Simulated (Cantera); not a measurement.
## Stirred combustor or abatement burner

A perfectly stirred reactor is fed with 14.7 % CO, 0.794 % H2, 5.88 % CH4, 13.0 % O2, 62.5 % N2, 3.09 % CO2, equivalence ratio 1.5, at 1.09 atm; it is adiabatic with a 398 K inlet, and is followed from long to short residence time, starting on the burning branch (τ in s: 0.11, 0.043, 0.017, 0.007, 0.0028, 0.0011, 0.00045, 0.00018, 7.3e-05, 2.9e-05, 1.2e-05).

Detailed kinetics in Cantera: GRI-Mech 3.0 (53 species, 325 reactions).

| τ (s) | T (K) | x CO | x H2 | x CH4 | x HCN | x HCO | x O2 |
|---|---|---|---|---|---|---|---|
| 0.11 | 1891 | 0.110 | 0.0213 | 1.49e-5 | 3.84e-6 | 9.51e-8 | 0.000123 |
| 0.043 | 1884 | 0.110 | 0.0213 | 1.95e-5 | 5.32e-6 | 1.71e-7 | 0.000235 |
| 0.017 | 1872 | 0.110 | 0.0213 | 2.81e-5 | 6.38e-6 | 3.12e-7 | 0.000450 |
| 0.0070 | 1856 | 0.110 | 0.0213 | 4.33e-5 | 6.65e-6 | 5.69e-7 | 0.000836 |
| 0.0028 | 1831 | 0.111 | 0.0214 | 7.37e-5 | 6.11e-6 | 1.09e-6 | 0.00155 |
| 0.0011 | 1794 | 0.112 | 0.0216 | 0.000140 | 5.10e-6 | 2.22e-6 | 0.00284 |
| 0.00045 | 1745 | 0.115 | 0.0216 | 0.000293 | 4.20e-6 | 4.62e-6 | 0.00507 |
| 0.00018 | 1669 | 0.123 | 0.0213 | 0.000817 | 3.60e-6 | 1.10e-5 | 0.0104 |
| 7.3e-5 | 398 | 0.147 | 0.00794 | 0.0588 | <1e-12 | <1e-12 | 0.130 |
| 2.9e-5 | 398 | 0.147 | 0.00794 | 0.0588 | <1e-12 | <1e-12 | 0.130 |
| 1.2e-5 | 398 | 0.147 | 0.00794 | 0.0588 | <1e-12 | <1e-12 | 0.130 |
x: mole fraction; the columns are a selection and need not sum to one.
